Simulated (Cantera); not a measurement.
**Thermodynamics of silicon oxide and oxynitride deposition, feed Si2H6 + NO + CO2**

Input: 1 mol Si2H6, 0.68 mol NO, 0.21 mol CO2, at 12000 Pa.

Equilibrium computed with Cantera from the NASA thermochemical tables; the gas is ideal and each condensed phase is pure. Candidate condensed phases: C, C6H6, C7H8, C8H18, H2O, Si, SiC, SiO2, Si2N2O, Si3N4; 151 gas species. The feed counts by its element totals alone. Each liquid is taken as pure. Mutual solubility and eutectic melting of coexisting phases are not modelled. The tables hold silica as quartz up to 1696 K and as liquid above; real silica turns to tridymite and cristobalite and melts near 1996 K. Gases not in the tables: Si2H6 and higher silanes. Kinetics and transport are ignored.

```
T (°C)   x H2     x SiO      x CO      x N2       x H      x Si    x SiH2  n Si(s)  n SiC(s)  n SiO2(β-quartz)  n Si2N2O(s)  n Si(l)  n SiO2(condensed)
------  -----  --------  --------  --------  --------  --------  --------  -------  --------  ----------------  -----------  -------  -----------------
752     1.000   1.20e-8  2.69e-11    <1e-12   1.26e-8    <1e-12  1.90e-10    0.730     0.210             0.380        0.340        0                  0
827     1.000   1.92e-7  7.34e-10    <1e-12   7.46e-8    <1e-12   1.32e-9    0.730     0.210             0.380        0.340        0                  0
902     1.000   2.14e-6   1.30e-8  1.42e-11   3.54e-7  4.46e-12   7.10e-9    0.730     0.210             0.380        0.340        0                  0
977     1.000   1.78e-5   1.63e-7  2.81e-10   1.40e-6  6.92e-11   3.13e-8    0.730     0.210             0.380        0.340        0                  0
1052    1.000  0.000116   1.53e-6   3.95e-9   4.72e-6  7.86e-10   1.17e-7    0.730     0.210             0.380        0.340        0                  0
1127    0.999  0.000611   1.12e-5   4.15e-8   1.40e-5   6.86e-9   3.76e-7    0.729     0.210             0.379        0.340        0                  0
1202    0.997   0.00272   6.71e-5   3.43e-7   3.74e-5   4.79e-8   1.08e-6    0.726     0.210             0.376        0.340        0                  0
1277    0.989    0.0104  0.000336   2.30e-6   9.04e-5   2.77e-7   2.76e-6    0.716     0.209             0.364        0.340        0                  0
1352    0.963    0.0351   0.00145   1.29e-5  0.000200   1.36e-6   6.37e-6    0.682     0.205             0.323        0.340        0                  0
1427    0.889     0.105   0.00563   6.37e-5  0.000401   5.65e-6   1.26e-5        0     0.191                 0        0.340    0.582              0.194
1502    0.796     0.186    0.0165  0.000478  0.000746   1.83e-5   1.99e-5        0     0.148                 0        0.338    0.476                  0
1577    0.788     0.180    0.0255   0.00531   0.00138   5.37e-5   3.32e-5        0     0.113                 0        0.320    0.564                  0
```
x: gas mole fraction; n: condensed amount in mol.

From 752 °C to 1352 °C the condensed part is Si(s) + SiC(s) + SiO2(β-quartz) + Si2N2O(s). At 1427 °C the condensed part is Si(l) + SiC(s) + SiO2(condensed) + Si2N2O(s). From 1502 °C to 1577 °C the condensed part is Si(l) + SiC(s) + Si2N2O(s). The main Si-bearing gas is SiH4 at 752 °C and SiO at 1577 °C.
